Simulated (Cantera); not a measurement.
Feed: 1 mol MgO, 0.064 mol H₂S, 0.3 mol CO₂, 0.056 mol SO₃, held at 1948 K and 42.0 Torr.

Cantera equilibrium calculation (NASA polynomials, part measured and part estimated; ideal gas, pure solids and liquids). Candidate condensed phases: C, C₆H₆, C₇H₈, C₈H₁₈, H₂O, H₂SO₄, Mg, MgCO₃, MgO, Mg(OH)₂, MgS, MgSO₄, S; 130 gas species. Equilibrium is a limit: real reactors are often held back by kinetics, nucleation or transport.

Base state: CO₂ 0.380, CO 0.241, SO₂ 0.229, H₂O 0.115, H₂ 0.0166, SO 0.0156, S₂ 0.00155, H 0.000615 (mole fractions); condensed: MgO(s).

Problem. What changes in the equilibrium state with this change: temperature from 1948 K to 1625 K?

Solution. 
| species | before | after |
|---|---|---|
| CO₂ | 0.380 | 0.458 |
| SO₂ | 0.229 | 0.203 |
| CO | 0.241 | 0.176 |
| S₂ | 0.00155 | 0.0208 |
| SO | 0.0156 | 0.00638 |
| H₂ | 0.0166 | 0.0147 |
| H₂O | 0.115 | 0.119 |
| Mg | 1.82e-5 | 4.36e-8 |
| O | 1.06e-5 | 2.50e-8 |
| O₂ | 3.19e-5 | 9.20e-8 |
| OH | 0.000386 | 1.23e-5 |
| MgO(s), mol | 1.000 | 1.00 |

Problem. What changes in the equilibrium state with this change: temperature from 1948 K to 1500 K?

Solution. 
| species | before | after |
|---|---|---|
| CO₂ | 0.380 | 0.514 |
| SO₂ | 0.229 | 0.181 |
| CO | 0.241 | 0.128 |
| S₂ | 0.00155 | 0.0343 |
| SO | 0.0156 | 0.00323 |
| H₂ | 0.0166 | 0.0119 |
| H₂O | 0.115 | 0.123 |
| Mg | 1.82e-5 | 1.73e-9 |
| O | 1.06e-5 | 1.42e-9 |
| O₂ | 3.19e-5 | 6.89e-9 |
| MgO(s), mol | 1.000 | 1.00 |
